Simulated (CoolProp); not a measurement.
Dimethyl carbonate along the isobar 18500 kPa: fugacity coefficient from the reference equation and from simpler models built on Tc = 557.0 K, pc = 4909 kPa, ω = 0.346; each cubic takes its own stable root.

Model: reference Helmholtz-energy equation of state, Zhou 2011, in CoolProp.

```csv
T (K),phase,reference,van der Waals,Redlich-Kwong,Soave-Redlich-Kwong
304.2,liquid,0.0009825,0.03480,0.003811,0.001004
330.8,liquid,0.003060,0.05262,0.009366,0.003165
357.5,liquid,0.007766,0.07471,(withheld),0.008135
384.1,liquid,0.01672,0.1007,0.03513,0.01772
410.8,liquid,(withheld),0.1304,0.05750,0.03401
437.4,liquid,0.05437,(withheld),0.08666,0.05870
464.1,liquid,0.08582,0.1984,0.1226,(withheld)
490.7,liquid,0.1263,0.2356,0.1642,0.1376
517.4,liquid,0.1758,0.2745,0.2108,0.1917
544,liquid,(withheld),0.3141,0.2607,0.2535
570.7,supercritical,0.2957,0.3543,0.3129,0.3213
597.3,supercritical,0.3616,0.3942,0.3657,0.3917
```

Problem. Fill in the missing entries.

Solution. 
- 357.5, Redlich-Kwong: 0.01940
- 410.8, reference: 0.03176
- 437.4, van der Waals: 0.1630
- 464.1, Soave-Redlich-Kwong: 0.09319
- 544, reference: 0.2327
